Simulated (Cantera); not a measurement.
A closed system holds: 1 mol CH3Cl, 2.3 mol HCl, 3.6 mol H2, held at 1577 °C and 4.40 Pa.

Cantera equilibrium calculation (NASA polynomials, part measured and part estimated; ideal gas, pure solids and liquids). Equilibrium is a limit: real reactors are often held back by kinetics, nucleation or transport.

| species | before | after |
|---|---|---|
| H | 0.0598 | 0.744 |
| Cl | 0.0309 | 0.196 |
| C | 2.10e-8 | 0.0594 |
| H2 | 0.541 | 6.29e-5 |
| HCl | 0.368 | 2.51e-5 |
| C2H2 (acetylene) | 0.000142 | <1e-9 |
| C2 | <1e-9 | 5.02e-5 |
| C(graphite), mol | 0.998 | 0 |
Gas species are given as mole fractions.

Problem. Name the change that produced these shifts.
A. pressure from 4.40 Pa to 9600 Pa
B. temperature from 1577 °C to 1750 °C
C. temperature from 1577 °C to 3250 °C
D. temperature from 1577 °C to 2577 °C

Solution. C, temperature from 1577 °C to 3250 °C
